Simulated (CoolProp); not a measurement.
Dimethyl carbonate along the isotherm 506.5 K: Z from the reference equation and from simpler models built on Tc = 557.0 K, pc = 49.09 bar, ω = 0.346; each cubic takes its own stable root.

Model: reference Helmholtz-energy equation of state, Zhou 2011, in CoolProp.

| p (bar) | phase | reference | van der Waals | Redlich-Kwong | Soave-Redlich-Kwong | Peng-Robinson |
|---|---|---|---|---|---|---|
| 35.1 | liquid | 0.1031 | 0.1792 | 0.1317 | 0.1230 | 0.1088 |
| 70.1 | liquid | 0.1994 | 0.3186 | 0.2413 | 0.2309 | 0.2049 |
| 105 | liquid | 0.2916 | 0.4513 | 0.3431 | 0.3317 | 0.2949 |
| 140 | liquid | 0.3813 | 0.5796 | 0.4403 | 0.4283 | 0.3814 |
| 175 | liquid | 0.4687 | 0.7044 | 0.5342 | 0.5218 | 0.4652 |
| 210 | liquid | 0.5543 | 0.8264 | 0.6255 | 0.6128 | 0.5468 |
| 245 | liquid | 0.6384 | 0.9462 | 0.7147 | 0.7017 | 0.6267 |
| 281 | liquid | 0.7234 | 1.068 | 0.8047 | 0.7915 | 0.7074 |
| 316 | liquid | 0.8050 | 1.184 | 0.8908 | 0.8774 | 0.7846 |
| 351 | liquid | 0.8854 | 1.299 | 0.9755 | 0.9621 | 0.8608 |
| 386 | liquid | 0.9649 | 1.413 | 1.059 | 1.046 | 0.9361 |
| 421 | liquid | 1.044 | 1.526 | 1.142 | 1.129 | 1.011 |
| 456 | liquid | 1.121 | 1.639 | 1.224 | 1.210 | 1.084 |
| 491 | liquid | 1.198 | 1.750 | 1.305 | 1.292 | 1.158 |
